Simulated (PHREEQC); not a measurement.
Make-up at 20 °C: 0.011 mol/kgw CaSO4, 0.0051 mol/kgw Na2SO4 and 0.00083 mol/kgw NaCl. Closed to the air; pH follows from the charge balance.

The numbers come from PHREEQC with the ion-association model, phreeqc.dat.

```csv
quantity,before,after
pH,7.15,7.12
ionic strength (mol/kgw),0.0452,0.0328
SO4-2 (mol/kgw),0.0122,0.00800
Ca+2 (mol/kgw),0.00742,0.00801
CaSO4 (mol/kgw),0.00358,0.00299
NaSO4- (mol/kgw),0.000302,1.64e-5
SI of Gypsum (CaSO4:2H2O),-0.09,-0.17
SI of Halite (NaCl),-6.78,-7.88
```

Q: Which change was made?
A) 0.00024 mol/kgw Na3PO4 added
B) Na2SO4 replaced by NaHS at the same molality
C) NaCl replaced by AlCl3 at the same molality
D) diluted 10-fold with water
E) Na2SO4 left out

A: E, Na2SO4 left out

Precipitation was switched off in this run.
